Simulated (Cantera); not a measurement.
# Low-pressure radical oxidation in H2/O2

An isothermal, constant-pressure homogeneous reactor starts with 0.778 % H₂, 64.9 % O₂, 34.4 % N₂, equivalence ratio 0.0060, at 1075 K and 1330 Pa.

Detailed kinetics in Cantera: GRI-Mech 3.0 (53 species, 325 reactions). Radical loss at walls, strong at low pressure, is not modelled.

| t (s) | x H₂ | x O₂ | x N₂O | x H | x H₂O₂ |
|---|---|---|---|---|---|
| 2.00e-6 | 0.00778 | 0.649 | <1e-12 | <1e-12 | <1e-12 |
| 1.05e-5 | 0.00778 | 0.649 | <1e-12 | 3.31e-12 | <1e-12 |
| 5.50e-5 | 0.00778 | 0.649 | <1e-12 | 1.47e-11 | <1e-12 |
| 0.000288 | 0.00778 | 0.649 | <1e-12 | 4.46e-11 | <1e-12 |
| 0.00151 | 0.00778 | 0.649 | <1e-12 | 2.13e-10 | <1e-12 |
| 0.00793 | 0.00778 | 0.649 | <1e-12 | 1.12e-7 | 3.21e-12 |
| 0.0416 | 4.28e-5 | 0.643 | 1.59e-9 | 0.000406 | 1.59e-8 |
| 0.218 | 1.26e-5 | 0.646 | 5.55e-9 | 7.42e-5 | 1.42e-8 |
| 1.14 | 1.11e-6 | 0.647 | 7.50e-9 | 2.05e-6 | 9.26e-9 |
| 6.00 | 5.90e-8 | 0.647 | 8.07e-9 | 2.73e-8 | 2.23e-9 |
x: mole fraction; the columns are a selection and need not sum to one.

Equilibrium at this temperature and pressure: H₂ 5.93e-11, O₂ 0.647, N₂O 4.61e-10, H <1e-12, H₂O₂ 5.00e-12 (gas phase only).
